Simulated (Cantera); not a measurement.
A perfectly stirred reactor is fed with CH₄ : C₂H₆ : O₂ : N₂ : CO₂ = 1 : 0.42 : 2.48 : 9.32 : 1.2 (molar parts), at 1880 Torr; it is adiabatic with a 475 K inlet, and is followed from long to short residence time, starting on the burning branch (τ in s: 0.028, 0.014, 0.0073, 0.0037, 0.0019, 0.00096, 0.00049, 0.00025, 0.00013, 6.5e-05).

Model: GRI-Mech 3.0 (53 species, 325 reactions), integrated in Cantera.

Task: Predict: blow-out, bracketed by the residence times tried; x(CH₄) at τ = 28.0 ms; x(C₂H₆) at τ = 28.0 ms; x(O₂) at τ = 28.0 ms; x(CH₂O) at τ = 28.0 ms; x(CH₃) at τ = 28.0 ms; x(CH₄) at τ = 0.960 ms; x(C₂H₆) at τ = 0.960 ms; x(O₂) at τ = 0.960 ms; x(CH₂O) at τ = 0.960 ms; x(CH₃) at τ = 0.960 ms.

Result: 
```json
{
 "blow_out_bracketed_by_the_residence_times_tried": "burning at 0.490 ms, out at 0.250 ms",
 "x(CH₄) at τ = 28.0 ms": "0.000644",
 "x(C₂H₆) at τ = 28.0 ms": "2.37e-6",
 "x(O₂) at τ = 28.0 ms": "0.000505",
 "x(CH₂O) at τ = 28.0 ms": "9.17e-6",
 "x(CH₃) at τ = 28.0 ms": "0.000112",
 "x(CH₄) at τ = 0.960 ms": "0.00203",
 "x(C₂H₆) at τ = 0.960 ms": "5.59e-5",
 "x(O₂) at τ = 0.960 ms": "0.00569",
 "x(CH₂O) at τ = 0.960 ms": "7.55e-5",
 "x(CH₃) at τ = 0.960 ms": "0.000623"
}
```
